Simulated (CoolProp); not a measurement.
Vapour-liquid equilibrium of propylene (1) + dimethyl ether (2) at 276.5 K; x and y are mole fractions of (1).

The numbers come from the multi-fluid Helmholtz-energy mixture model, Lemmon 2013 and Wu 2011; pair parameters Bell 2016 in CoolProp.

Problem. Give the bubble pressure and the first vapour's composition at x = 0.05, 0.35, 0.65. Is there an azeotrope?

Solution. x = 0.05: 322.4 kPa, y = 0.112; x = 0.35: 445.4 kPa, y = 0.535; x = 0.65: 545.7 kPa, y = 0.775. No azeotrope shows between x = 0.05 and 0.95.

Pair parameters are fitted to limited data, so mixtures are less certain than the pure fluids.
